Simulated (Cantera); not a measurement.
Mixture: 43.4 % H₂, 14.5 % O₂, 42.0 % N₂, 0.109 % NO, at 101000 Pa, adiabatic and at constant pressure. Ignition delay is the time to a rise of 400 K.

Detailed kinetics in Cantera: GRI-Mech 3.0 (53 species, 325 reactions). The mechanism lacks 2 NO + O2 → 2 NO2 and HONO, so NO2 and the effect of NO are under-described below about 1400 K. Where the delays flatten at high temperature, the 400 K rule measures the pace of heat release, not the induction time.

Q: Predict: delay at 1098 K; delay at 1248 K; delay at 1398 K; delay at 1548 K; delay at 1698 K.

A: 
```json
{
  "delay at 1098 K": "81.5 µs",
  "delay at 1248 K": "33.2 µs",
  "delay at 1398 K": "18.9 µs",
  "delay at 1548 K": "13.6 µs",
  "delay at 1698 K": "11.8 µs"
}
```
